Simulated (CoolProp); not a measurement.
Saturated liquid density (kg/m³) of octamethylcyclotetrasiloxane (D4): the reference equation beside estimates from Tc = 313.4 °C, pc = 1347 kPa, ω = 0.598. Rackett uses Z = 0.29056 − 0.08775 ω.

Values from CoolProp's reference Helmholtz-energy equation of state, Thol 2015.

| T (°C) | reference | Rackett | van der Waals | Peng-Robinson |
|---|---|---|---|---|
| 141.15 | 811.9 | 946.2 | 465.1 | 832.9 |
| 149.15 | 801.4 | 933.4 | 459.4 | 822.6 |
| 157.25 | 790.7 | 920.1 | 453.5 | 811.7 |
| 165.35 | 779.8 | 906.5 | 447.4 | 800.3 |
| 173.45 | 768.6 | 892.6 | 441.1 | 788.3 |
| 181.45 | 757.3 | 878.5 | 434.6 | 775.7 |
| 189.55 | 745.6 | 863.9 | 427.9 | 762.3 |
| 197.65 | 733.5 | 848.8 | 420.9 | 748.2 |
| 205.75 | 721.0 | 833.2 | 413.7 | 733.2 |
| 213.75 | 708.3 | 817.3 | 406.3 | 717.4 |
| 221.85 | 694.9 | 800.6 | 398.4 | 700.4 |
| 229.95 | 681.0 | 783.1 | 390.2 | 682.3 |

Absolute difference from the reference over all 12 rows, mean and median: Rackett 15.9 and 15.9 %, van der Waals 42.6 and 42.6 %, Peng-Robinson 2.0 and 2.3 %.
